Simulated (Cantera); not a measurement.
Charge: 1 mol SiH2Cl2, 0.025 mol Cl2, 380 mol H2, equilibrated at 1.00 bar.

Method: chemical equilibrium by Gibbs-energy minimisation in Cantera with the NASA 1993 tables (ideal gas, pure condensed phases). Candidate condensed phases: Si; 19 gas species. Rates play no part. All values below are at 975 K.

Base state: H2 0.997, HCl 0.00214, SiHCl3 0.000628, SiCl4 0.000236, SiH2Cl2 0.000175, SiH3Cl 1.23e-5 (mole fractions); condensed: Si(s).

Problem. What changes in the equilibrium state with this change: pressure from 1.00 bar to 0.0150 bar?

Solution. 
```tsv
species	before	after
H2	0.997	0.995
HCl	0.00214	0.00464
SiHCl3	0.000628	9.60e-5
SiH3Cl	1.23e-5	4.00e-7
SiH2Cl2	0.000175	1.23e-5
SiCl2	7.43e-6	3.49e-5
SiCl4	0.000236	7.83e-5
Si(s), mol	0.593	0.911
```
